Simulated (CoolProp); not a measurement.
Values from CoolProp's reference Helmholtz-energy equation of state, Wagner 2002.

**Question.** Give the vapour pressure (kPa), liquid density (kg/m³), enthalpy of vaporisation (kJ/kg), surface tension (mN/m) of saturated water at 399.4, 406.6, 428 K.

**Answer.** 
| T (K) | p (kPa) | liquid density (kg/m³) | enthalpy of vaporisation (kJ/kg) | surface tension (mN/m) |
|---|---|---|---|---|
| 399.4 | 241 | 938 | 2180 | 53.7 |
| 406.6 | 299 | 932 | 2160 | 52.2 |
| 428 | 541 | 912 | 2100 | 47.6 |

Surface tension comes from a separate correlation (Mulero 2012).
